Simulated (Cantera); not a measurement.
Cantera run:

```python
import numpy as np
import cantera as ct

gas_names = """
    C CO CO2 C2 C2O C3 C3O2 C4 C5 O O2 O3 Ti TiO TiO2
""".split()
cond_names = """
    C(gr) Ti(a) Ti(b) Ti(L) TiC(s) TiC(L) TiO(a) TiO(b) TiO(L) TiO2(ru) TiO2(L) Ti2O3(a) Ti2O3(b)
    Ti2O3(L) Ti3O5(a) Ti3O5(b) Ti3O5(L) Ti4O7(s) Ti4O7(L)
""".split()


def load(file, names, dense=False):
    # The tables refer to 1 bar. Condensed volumes are neglected.
    table = {s.name: s for s in ct.Species.list_from_file(file)}
    out = []
    for n in names:
        d = dict(table[n].input_data)
        d["thermo"] = dict(d["thermo"], **{"reference-pressure": 1e5})
        if dense:
            d["equation-of-state"] = {"model": "constant-volume", "density": "1e6 g/cm^3"}
        out.append(ct.Species.from_dict(d))
    return out


gas = ct.Solution(thermo="ideal-gas", species=load("nasa_gas.yaml", gas_names))
cond = {s.name: ct.Solution(thermo="fixed-stoichiometry", species=[s], name=s.name)
        for s in load("nasa_condensed.yaml", cond_names, dense=True)}
atoms = {
    'Ti': {'Ti': 1},
    'CO': {'C': 1, 'O': 1},
}
top_T = {'C(gr)': 4500}  # K; cautious upper limits of use, not melting points


def equilibrate(T, P, feed):
    n = {}
    for name, mol in feed.items():
        for a, k in atoms[name].items():
            n[a] = n.get(a, 0.0) + k * mol
    gas.TPX = T, P, n
    mass = sum(n.values()) * gas.mean_molecular_weight
    gas.equilibrate("TP")
    valid = [c for c in cond.values() if c.min_temp <= T <= top_T.get(c.name, c.max_temp)]
    mix = ct.Mixture([(gas, mass / gas.mean_molecular_weight)] + [(c, 0.0) for c in valid])
    mix.T, mix.P = T, P
    mix.equilibrate("TP", solver="vcs", rtol=1e-11, max_steps=5000)
    return mix


results = []
feed = {'Ti': 1, 'CO': 11}  # mol
P = 25  # Pa
for T in [900, 975, 1050, 1125, 1200, 1275, 1350, 1425, 1500, 1575, 1650, 1725]:
    mix = equilibrate(T, P, feed)
    results.append((T, P, feed, dict(zip(mix.species_names, mix.species_moles))))

top = {s: max(r[3][s] / sum(r[3][g] for g in gas_names) for r in results) for s in gas_names}
cols = sorted((s for s in top if top[s] > 1e-06), key=lambda s: -top[s])[:6]
seen = [c for c in cond_names if any(r[3].get(c, 0) > 1e-12 for r in results)]
print("log10 of partial pressures in bar; condensed amounts in mol")
print(f"{'T/K':>10s}" + "".join(f"{s[:9]:>10s}" for s in cols + seen))
for T, P, feed, n in results:
    ng = sum(n[g] for g in gas_names)
    print(f"{T:10.4g}" + "".join(f"{np.log10(max(n[s] / ng * P / 1e5, 1e-99)):10.3f}" for s in cols)
          + "".join(f"{n.get(c, 0):10.4g}" for c in seen))
```

It prints:

```
log10 of partial pressures in bar; condensed amounts in mol
       T/K        CO       CO2       TiO        Ti     C(gr)    TiC(s)    TiO(b)  TiO2(ru)  Ti2O3(b)  Ti3O5(b)  Ti4O7(s)
       900    -3.603    -6.458   -28.675   -35.629     2.013         0         0         1         0         0         0
       975    -3.602    -7.222   -24.761   -30.336     2.002         0         0         1         0         0         0
      1050    -3.602    -7.874   -21.548   -25.942      1.75         0         0         0         0         0      0.25
      1125    -3.602    -8.437   -18.924   -22.294     1.667         0         0         0         0    0.3333         0
      1200    -3.602    -8.471   -17.008   -19.942         0    0.6001         0         0       0.2         0         0
      1275    -3.602    -8.500   -15.327   -17.874         0    0.6001         0         0       0.2         0         0
      1350    -3.602    -8.526   -13.837   -16.040         0       0.6         0         0       0.2         0         0
      1425    -3.602    -8.549   -12.508   -14.402         0       0.6         0         0       0.2         0         0
      1500    -3.602    -8.569   -11.315   -12.930         0       0.6         0         0       0.2         0         0
      1575    -3.602    -8.588   -10.239   -11.601         0       0.6         0         0       0.2         0         0
      1650    -3.602    -8.605    -9.263   -10.395         0       0.6         0         0       0.2         0         0
      1725    -3.602    -8.668    -8.472    -9.344         0       0.5    0.4998         0         0         0         0
```

Equilibrium computed with Cantera from the NASA thermochemical tables; the gas is ideal and each condensed phase is pure. Mutual solubility and eutectic melting of coexisting phases are not modelled. TiC, TiO: taken at fixed stoichiometry. Condensed phases not in the tables: Magnéli phases beyond Ti4O7, solid solutions among these carbides, nitrides and lower oxides.
